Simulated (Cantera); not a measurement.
Charge: 1 mol CuO, 25 mol H₂, 4.9 mol N₂, held at 1698 K and 24.0 Pa.

Equilibrium computed with Cantera from the NASA thermochemical tables; the gas is ideal and each condensed phase is pure. Candidate condensed phases: Cu, CuO, Cu(OH)₂, Cu₂O, H₂O; 27 gas species. Equilibrium is a limit: real reactors are often held back by kinetics, nucleation or transport.

Base state: H₂ 0.769, N₂ 0.158, Cu 0.0322, H₂O 0.0322, H 0.00819, OH 1.76e-5 (mole fractions); condensed: gas only.

**Question.** What changes in the equilibrium state with this change: temperature from 1698 K to 1775 K?

**Answer.** 
```csv
species,before,after
H₂,0.769,0.762
N₂,0.158,0.157
Cu,0.0322,0.0321
H,0.00819,0.0163
H₂O,0.0322,0.0321
OH,1.76e-5,4.27e-5
```
